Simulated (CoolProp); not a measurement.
Vapour-liquid equilibrium of carbon monoxide (1) + methane (2) at -158.15 °C; x and y are mole fractions of (1).

The numbers come from the multi-fluid Helmholtz-energy mixture model, Lemmon 2006 and Setzmann 1991; pair parameters Kunz 2012 in CoolProp.

Question: Give the bubble pressure and the first vapour's composition at x = 0.35, 0.5, 0.95. Is there an azeotrope?

Answer: x = 0.35: 6.416 bar, y = 0.838; x = 0.5: 8.341 bar, y = 0.892; x = 0.95: 13.57 bar, y = 0.987. No azeotrope shows between x = 0.05 and 0.95.

The pair parameters rest on a limited set of measurements; away from them the model extrapolates. The gap from Raoult's law changes sign with composition, which may be real or a fault of the pair parameters; it wasn't checked against measurements.
